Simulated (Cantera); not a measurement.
Input: 1 mol Pb, 0.29 mol H2.

Equilibrium computed with Cantera from the NASA thermochemical tables; the gas is ideal and each condensed phase is pure. Candidate condensed phases: Pb; 4 gas species. Kinetics and transport are ignored.

Q: What condenses at these points (T in °C, P in Pa): (975, 77000); (1175, 460); (1375, 280000); (1275, 10); (775, 1000000)?

A: 
| T (°C) | P in Pa | condensed phases | Pb condensed (%) |
|---|---|---|---|
| 975 | 77000 | Pb | 100.0 |
| 1175 | 460 | gas only | 0.0 |
| 1375 | 280000 | Pb | 99.0 |
| 1275 | 10 | gas only | 0.0 |
| 775 | 1000000 | Pb | 100.0 |
